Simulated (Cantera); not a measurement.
Thermodynamics of carbon deposition, reforming and gasification, feed C₂H₆ + H₂ + N₂ + NH₃

Feed: 1 mol C₂H₆, 25 mol H₂, 1.7 mol N₂, 0.67 mol NH₃, at 165 Torr.

Method: chemical equilibrium by Gibbs-energy minimisation in Cantera with the NASA 1993 tables (ideal gas, pure condensed phases). Candidate condensed phases: C, C₆H₆, C₇H₈, C₈H₁₈; 92 gas species. Kinetics and transport are ignored.

From 1948 K to 2298 K the condensed part is C(graphite). The main C-bearing gas is HCN throughout. The share of C in condensed phases is highest at 1948 K (93.5 %) and lowest at 2298 K (71.4 %).

```csv
T (K),x H₂,x N₂,x H,x HCN,n C(graphite)
1948,0.930,0.0640,0.00232,0.00291,1.87
1998,0.929,0.0636,0.00330,0.00355,1.84
2048,0.927,0.0631,0.00460,0.00429,1.80
2098,0.924,0.0626,0.00631,0.00512,1.75
2148,0.921,0.0620,0.00853,0.00606,1.68
2198,0.917,0.0614,0.0114,0.00710,1.61
2248,0.912,0.0606,0.0150,0.00825,1.53
2298,0.906,0.0597,0.0194,0.00950,1.43
```
x: gas mole fraction; n: condensed amount in mol.
